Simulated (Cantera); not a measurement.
**Catalytic stagnation flow on Pt**

A jet of CH4 : O2 : N2 = 0.012 : 0.19 : 0.79 (molar parts), equivalence ratio 0.13 at 300 K and 263 Torr hits a platinum plate 3 cm away at a mass flux of 0.024 kg/m²/s; the plate temperature is set and raised in steps from an oxygen-covered start.

Model: Deutschmann's 1995 Pt surface mechanism with GRI-Mech 3.0 gas chemistry, integrated in Cantera. Catalytic surfaces can have several steady states; this one follows from the mechanism file's or the stated starting coverage.

| plate T (K) | wall x CH4 | wall x O2 | wall x H2O | wall x OH | wall x CO | wall x CO2 | θ free Pt | θ O* | θ OH* |
|---|---|---|---|---|---|---|---|---|---|
| 950 | 0.00484 | 0.176 | 0.0135 | 4.44e-8 | 1.96e-6 | 0.00884 | 0.169 | 0.830 | 0.00139 |
| 1000 | 0.00320 | 0.173 | 0.0165 | 1.20e-7 | 1.72e-6 | 0.0108 | 0.224 | 0.775 | 0.00143 |
| 1050 | 0.00205 | 0.170 | 0.0184 | 3.07e-7 | 2.07e-6 | 0.0120 | 0.282 | 0.717 | 0.00137 |
| 1100 | 0.00134 | 0.169 | 0.0197 | 6.67e-7 | 2.51e-6 | 0.0128 | 0.340 | 0.658 | 0.00129 |
| 1150 | 0.000854 | 0.168 | 0.0206 | 1.32e-6 | 3.00e-6 | 0.0134 | 0.399 | 0.600 | 0.00118 |
x: mole fraction at the wall; θ: surface coverage.
